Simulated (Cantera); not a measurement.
## Stirred combustor or abatement burner

A perfectly stirred reactor is fed with 6.82 % CH4, 4.16 % H2, 17.5 % O2, 71.6 % N2, at 3.20 bar; it is adiabatic with a 498 K inlet, and is followed from long to short residence time, starting on the burning branch (τ in s: 0.039, 0.02, 0.011, 0.0056, 0.0029, 0.0015, 0.00079, 0.00041, 0.00022, 0.00011, 5.9e-05, 3.1e-05, 1.6e-05).

Model: GRI-Mech 3.0 (53 species, 325 reactions), integrated in Cantera.

```csv
τ (s),T (K),x CH4,x H2,x O2,x H2O,x HO2
0.039,2218,3.06e-6,0.00116,0.0181,0.178,1.96e-6
0.020,2214,5.52e-6,0.00131,0.0184,0.178,2.12e-6
0.011,2208,9.08e-6,0.00153,0.0188,0.178,2.36e-6
0.0056,2198,1.53e-5,0.00193,0.0194,0.177,2.83e-6
0.0029,2182,2.48e-5,0.00250,0.0201,0.176,3.60e-6
0.0015,2159,3.93e-5,0.00331,0.0212,0.174,4.87e-6
0.00079,2130,6.16e-5,0.00433,0.0225,0.172,6.78e-6
0.00041,2093,9.87e-5,0.00562,0.0242,0.170,9.70e-6
0.00022,2050,0.000158,0.00706,0.0263,0.167,1.37e-5
0.00011,1993,0.000280,0.00886,0.0292,0.163,2.02e-5
5.9e-5,1932,0.000504,0.0106,0.0328,0.159,2.89e-5
3.1e-5,1851,0.00108,0.0129,0.0388,0.155,4.51e-5
1.6e-5,498,0.0682,0.0416,0.175,<1e-12,<1e-12
```
x: mole fraction; the columns are a selection and need not sum to one.
